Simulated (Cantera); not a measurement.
A perfectly stirred reactor is fed with C₃H₈ : O₂ : N₂ = 1 : 12.2 : 45.9 (molar parts), equivalence ratio 0.41, at 1.20 bar; it is adiabatic with a 700 K inlet, and is followed from long to short residence time, starting on the burning branch (τ in s: 0.02, 0.0094, 0.0043, 0.002, 0.0009, 0.00041, 0.00019, 8.7e-05, 4e-05, 1.8e-05, 8.4e-06).

Model: GRI-Mech 3.0 (53 species, 325 reactions), integrated in Cantera. GRI-Mech 3.0 was tuned for natural gas; its chemistry of propane as a main component is partial and can be far from experiment.

**Question.** Predict: blow-out, bracketed by the residence times tried; x(C₃H₈) at τ = 20.0 ms; x(O₂) at τ = 20.0 ms; x(NO) at τ = 20.0 ms; x(CH₂) at τ = 20.0 ms; x(CH₂O) at τ = 20.0 ms; x(C₃H₈) at τ = 0.410 ms; x(O₂) at τ = 0.410 ms; x(NO) at τ = 0.410 ms; x(CH₂) at τ = 0.410 ms; x(CH₂O) at τ = 0.410 ms.

**Answer.** blow-out, bracketed by the residence times tried: burning at 0.410 ms, out at 0.190 ms
x(C₃H₈) at τ = 20.0 ms: 3.53e-6
x(O₂) at τ = 20.0 ms: 0.120
x(NO) at τ = 20.0 ms: 6.01e-6
x(CH₂) at τ = 20.0 ms: 3.65e-8
x(CH₂O) at τ = 20.0 ms: 2.38e-6
x(C₃H₈) at τ = 0.410 ms: 5.92e-5
x(O₂) at τ = 0.410 ms: 0.125
x(NO) at τ = 0.410 ms: 1.27e-6
x(CH₂) at τ = 0.410 ms: 1.04e-6
x(CH₂O) at τ = 0.410 ms: 5.28e-5
